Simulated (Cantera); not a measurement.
Charge: 1 mol C2H2, 0.016 mol O2, held at 2180 Torr.

Method: chemical equilibrium by Gibbs-energy minimisation in Cantera with the NASA 1993 tables (ideal gas, pure condensed phases). Candidate condensed phases: C, C6H6, C7H8, C8H18, H2O; 110 gas species. The numbers say what is thermodynamically allowed, not how fast it happens.

### Question
What share of the C ends up in condensed phases as a function of T (K), at 675, 725, 775, 825, 875, 925, 975, 1025, 1075?

### Answer
| T (K) | C condensed (%) | as |
|---|---|---|
| 675 | 77.7 | C(graphite) |
| 725 | 78.9 | C(graphite) |
| 775 | 80.7 | C(graphite) |
| 825 | 82.9 | C(graphite) |
| 875 | 85.5 | C(graphite) |
| 925 | 88.1 | C(graphite) |
| 975 | 90.6 | C(graphite) |
| 1025 | 92.6 | C(graphite) |
| 1075 | 94.2 | C(graphite) |
